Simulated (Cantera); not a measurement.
An adiabatic, constant-pressure homogeneous reactor starts with CO : H₂ : O₂ : N₂ : H₂O = 1 : 0.67 : 0.439 : 1.65 : 0.11 (molar parts), at 1400 K and 15000 Torr. Integrator tolerance rtol = 1e-08.

Computed with Cantera and GRI-Mech 3.0 (53 species, 325 reactions). The hydrogen kinetics of GRI-Mech 3.0 are dated; newer H2 mechanisms differ, most at raised pressure. The pressure lies above the range GRI-Mech 3.0 was tuned for (to about 10 atm).

Task: What does this change do: H2 0.67 to 0.37 parts?

Result: 
```tsv
quantity	before	after
time of steepest temperature rise	2.90 µs	3.31 µs
temperature at 0.200 s	2905 K	2960 K
equilibrium temperature	2905 K	2960 K
x(CO) at 0.200 s	0.188 (gas-phase equilibrium 0.188)	0.156 (gas-phase equilibrium 0.156)
x(H₂) at 0.200 s	0.0452 (gas-phase equilibrium 0.0452)	0.0171 (gas-phase equilibrium 0.0171)
x(O₂) at 0.200 s	0.000777 (gas-phase equilibrium 0.000777)	0.00429 (gas-phase equilibrium 0.00429)
x(OH) at 0.200 s	0.00662 (gas-phase equilibrium 0.00662)	0.00982 (gas-phase equilibrium 0.00982)
x(NO) at 0.200 s	0.00201 (gas-phase equilibrium 0.00201)	0.00528 (gas-phase equilibrium 0.00528)
x(H₂O₂) at 0.200 s	3.24e-7 (gas-phase equilibrium 3.24e-7)	6.07e-7 (gas-phase equilibrium 6.07e-7)
```
